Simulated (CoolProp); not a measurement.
A single-stage vapour-compression cycle with R114: evaporating at 317.15 K (dew point), condensing at 362.15 K (bubble point), superheat 0 K, subcooling 5 K, compressor efficiency 0.6, no pressure losses. Each further row changes one setting.

Computed with CoolProp (reference Helmholtz-energy equation of state, Platzer 1990). This equation is an older, rougher fit; its heat capacities, sound speeds and derivatives of the liquid may be far off and weren't checked against measurements.

```json
[
 {"case": "as stated", "cooling COP": "…", "pressure ratio": "2.99", "discharge temperature (K)": "362.2", "refrigerating effect (kJ/kg)": "77.4", "volumetric capacity (kJ/m³)": "2130"},
 {"case": "evaporating temperature 322.15 K", "cooling COP": "3.80", "pressure ratio": "…", "discharge temperature (K)": "362.2", "refrigerating effect (kJ/kg)": "80.3", "volumetric capacity (kJ/m³)": "…"},
 {"case": "condensing temperature 357.15 K", "cooling COP": "3.80", "pressure ratio": "2.68", "discharge temperature (K)": "357.2", "refrigerating effect (kJ/kg)": "83.0", "volumetric capacity (kJ/m³)": "2280"},
 {"case": "subcooling 10 K", "cooling COP": "3.45", "pressure ratio": "2.99", "discharge temperature (K)": "362.2", "refrigerating effect (kJ/kg)": "83.0", "volumetric capacity (kJ/m³)": "2280"},
 {"case": "superheat 10 K", "cooling COP": "3.32", "pressure ratio": "2.99", "discharge temperature (K)": "372.1", "refrigerating effect (kJ/kg)": "85.0", "volumetric capacity (kJ/m³)": "…"},
 {"case": "compressor efficiency 0.5", "cooling COP": "2.68", "pressure ratio": "2.99", "discharge temperature (K)": "367.2", "refrigerating effect (kJ/kg)": "77.4", "volumetric capacity (kJ/m³)": "2130"}
]
```

Q: Fill in the missing entries.

A: 
- as stated, cooling COP: 3.22
- evaporating temperature 322.15 K, pressure ratio: 2.60
- evaporating temperature 322.15 K, volumetric capacity (kJ/m³): 2520
- superheat 10 K, volumetric capacity (kJ/m³): 2230

The compression ends wet for: as stated; evaporating temperature 322.15 K; subcooling 10 K.
